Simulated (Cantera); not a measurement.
Feed: 1 mol (CH₃)₂SiCl₂, 0.3 mol HCl, 4.4 mol H₂, 0.02 mol CH₄, at 10.0 mbar.

Equilibrium computed with Cantera from the NASA thermochemical tables; the gas is ideal and each condensed phase is pure. Candidate condensed phases: C, C₆H₆, C₇H₈, C₈H₁₈, Si, SiC; 109 gas species. The feed counts by its element totals alone. The tables' values for SiCl₃, SiCl are old estimates; treat these amounts as uncertain. Rates play no part.

x: gas mole fraction; n: condensed amount in mol.

```tsv
T (K)	x H₂	x HCl	x SiCl₄	x SiCl₂	x H	x Cl	n C(graphite)	n SiC(s)
1123	0.756	0.237	[?]	0.000160	3.70e-7	1.03e-7	1.08	0.937
1173	0.747	0.249	[?]	0.000270	1.02e-6	2.98e-7	1.05	0.966
1223	0.742	0.256	[?]	0.000414	2.59e-6	7.69e-7	1.04	0.980
1273	0.740	0.258	[?]	0.000598	6.13e-6	1.82e-6	1.03	0.986
1323	0.739	0.259	[?]	0.000829	1.36e-5	4.01e-6	1.03	0.987
1373	0.739	0.260	[?]	0.00111	2.86e-5	8.33e-6	1.03	0.987
1423	0.739	0.259	[?]	0.00146	5.71e-5	1.64e-5	1.04	0.985
1473	0.739	0.259	[?]	0.00186	0.000109	3.09e-5	1.04	0.982
1523	0.739	0.258	[?]	0.00234	0.000199	5.56e-5	1.04	0.978
1573	0.740	0.257	[?]	0.00289	0.000350	9.65e-5	1.05	0.973
1623	0.740	0.255	[?]	0.00351	0.000595	0.000162	1.05	0.968
1673	0.740	0.254	[?]	0.00419	0.000980	0.000263	1.06	0.962
1723	0.741	0.252	[?]	0.00495	0.00157	0.000414	1.06	0.956
1773	0.741	0.250	[?]	0.00577	0.00245	0.000636	1.07	0.948
```

Q: What belongs in the gaps?

A: 
- 1123, x SiCl₄: 0.00647
- 1173, x SiCl₄: 0.00316
- 1223, x SiCl₄: 0.00148
- 1273, x SiCl₄: 0.000703
- 1323, x SiCl₄: 0.000344
- 1373, x SiCl₄: 0.000175
- 1423, x SiCl₄: 9.26e-5
- 1473, x SiCl₄: 5.10e-5
- 1523, x SiCl₄: 2.91e-5
- 1573, x SiCl₄: 1.72e-5
- 1623, x SiCl₄: 1.04e-5
- 1673, x SiCl₄: 6.48e-6
- 1723, x SiCl₄: 4.13e-6
- 1773, x SiCl₄: 2.69e-6
